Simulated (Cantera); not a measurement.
A Cantera script and its output.

```python
import numpy as np
import cantera as ct

gas = ct.Solution("gri30.yaml")
gas.TPX = 1325, 97000, {'C2H6': 1, 'N2': 39}
reactor = ct.IdealGasConstPressureReactor(gas, energy="off", clone=False)
net = ct.ReactorNet([reactor])
net.rtol, net.atol = 1e-08, 1e-18
show = ['C2H6', 'C2H4', 'CH4', 'C2H', 'C2H2', 'CH2']
times = np.geomspace(4e-05, 300, 11)

steps = ct.SolutionArray(gas, extra=["t"])
rows = []
print(f"{'t/s':>10s}{'T/K':>9s}{'P/Pa':>11s}" + "".join(f"{s:>11s}" for s in show))
for t in times:
    while net.time < t:
        t_next = net.step()
        steps.append(gas.state, t=t_next)
    rows.append([np.interp(t, steps.t, y) for y in (steps.T, steps.P, *steps(*show).X.T)])
    print(f"{t:10.3e}{rows[-1][0]:9.1f}{rows[-1][1]:11.4g}" + "".join(f"{x:11.3e}" for x in rows[-1][2:]))
rate = np.gradient(steps.T, steps.t)
print("integrator steps:", len(steps.t))
if steps.T.max() > steps.T[0] + 200:
    print(f"time of steepest temperature rise: {steps.t[rate.argmax()]:.4e} s")
gas.TPX = 1325, 97000, {'C2H6': 1, 'N2': 39}
gas.equilibrate("TP")
print(f"equilibrium (TP): T = {gas.T:.1f} K  " + "  ".join(f"{s} {gas[s].X[0]:.3e}" for s in show))
```

Output:

```
       t/s      T/K       P/Pa       C2H6       C2H4        CH4        C2H       C2H2        CH2
 4.000e-05   1325.0    9.7e+04  2.496e-02  1.438e-05  5.609e-06  2.263e-16  7.305e-10  1.630e-09
 1.948e-04   1325.0    9.7e+04  2.419e-02  6.585e-04  9.077e-05  6.272e-12  1.747e-06  2.092e-08
 9.486e-04   1325.0    9.7e+04  1.909e-02  5.116e-03  7.119e-04  8.252e-11  1.292e-04  2.291e-08
 4.619e-03   1325.0    9.7e+04  4.857e-03  1.539e-02  3.026e-03  5.607e-10  2.625e-03  9.488e-09
 2.249e-02   1325.0    9.7e+04  1.111e-04  1.213e-02  4.115e-03  3.912e-10  9.894e-03  2.651e-10
 1.095e-01   1325.0    9.7e+04  8.122e-06  7.254e-03  4.188e-03  1.576e-10  1.473e-02  1.981e-11
 5.335e-01   1325.0    9.7e+04  2.802e-06  2.601e-03  4.234e-03  1.314e-10  1.925e-02  8.247e-12
 2.598e+00   1325.0    9.7e+04  1.742e-06  1.593e-03  4.316e-03  1.163e-10  2.020e-02  5.997e-12
 1.265e+01   1325.0    9.7e+04  1.749e-06  1.565e-03  4.641e-03  1.120e-10  2.007e-02  6.056e-12
 6.160e+01   1325.0    9.7e+04  1.811e-06  1.480e-03  5.665e-03  1.011e-10  1.966e-02  6.263e-12
 3.000e+02   1325.0    9.7e+04  1.926e-06  1.398e-03  6.693e-03  9.286e-11  1.926e-02  6.503e-12
integrator steps: 1445
equilibrium (TP): T = 1325.0 K  C2H6 7.419e-07  C2H4 4.791e-04  CH4 4.415e-03  C2H 2.695e-11  C2H2 5.922e-03  CH2 3.820e-12
```

Model: GRI-Mech 3.0 (53 species, 325 reactions), integrated in Cantera. GRI-Mech 3.0 stops at C3 and has no aromatics, soot or wall deposition, so with more carbon than oxygen in the feed, carbon stays in small species such as C2H2 where larger ones or solid carbon would form.
